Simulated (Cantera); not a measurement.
What does this Cantera script print?

```python
import numpy as np
import cantera as ct

gas_names = """
    CL CL2 H HCL H2 Si SiCL SiCL2 SiCL3 SiCL4 SiH SiHCL3 SiH2 SiH2CL2 SiH3 SiH3CL SiH4 Si2 Si3
""".split()
cond_names = """
    Si(cr) Si(L)
""".split()


# ... load() reads the species with a 1 bar reference pressure and builds the phases ...
atoms = {
    'SiCl4': {'Si': 1, 'CL': 4},
    'HCl': {'H': 1, 'CL': 1},
    'H2': {'H': 2},
}
top_T = {}  # K; cautious upper limits of use, not melting points


# ... equilibrate(T, P, feed) seeds the gas with the atoms and calls Mixture.equilibrate('TP', solver="vcs", rtol=1e-11, max_steps=5000) ...
results = []
feed = {'SiCl4': 1, 'HCl': 3.8, 'H2': 20}  # mol
T = 1450  # K
P = 1600000  # Pa
mix = equilibrate(T, P, feed)
results.append((T, P, feed, dict(zip(mix.species_names, mix.species_moles))))
print(gas.report(threshold=1e-06))
for i in range(1, mix.n_phases):
    print(f"{mix.phase(i).name:16s} {mix.phase_moles(i):12.5e} mol")
```

It prints:

```
       temperature   1450 K
          pressure   1.6e+06 Pa
           density   1.8619 kg/m^3
  mean mol. weight   14.03 kg/kmol
   phase of matter   gas

                          1 kg             1 kmol
                     ---------------   ---------------
          enthalpy            -73713       -1.0342e+06  J
   internal energy       -9.3304e+05        -1.309e+07  J
           entropy             12965        1.8189e+05  J/K
    Gibbs function       -1.8873e+07       -2.6477e+08  J
 heat capacity c_p            2515.9             35297  J/K
 heat capacity c_v            1923.3             26983  J/K

                      mass frac. Y      mole frac. X     chem. pot. / RT
                     ---------------   ---------------   ---------------
                 H        1.5105e-07        2.1023e-06           -7.9835
               HCL           0.43959           0.16916           -31.963
                H2           0.11361           0.79061           -15.967
             SiCL2         0.0070667         0.0010016           -57.174
             SiCL3          0.025389         0.0026495           -81.154
             SiCL4           0.31007          0.025607           -105.13
            SiHCL3           0.09959          0.010316           -89.137
           SiH2CL2         0.0046319        0.00064339           -73.141
            SiH3CL        5.5337e-05        1.1664e-05           -57.145
     [  +10 minor]        1.1488e-06         4.612e-07

Si(cr)            0.00000e+00 mol
```

Cantera equilibrium calculation (NASA polynomials, part measured and part estimated; ideal gas, pure solids and liquids). The tables' values for SiCl3 are old estimates; treat these amounts as uncertain.
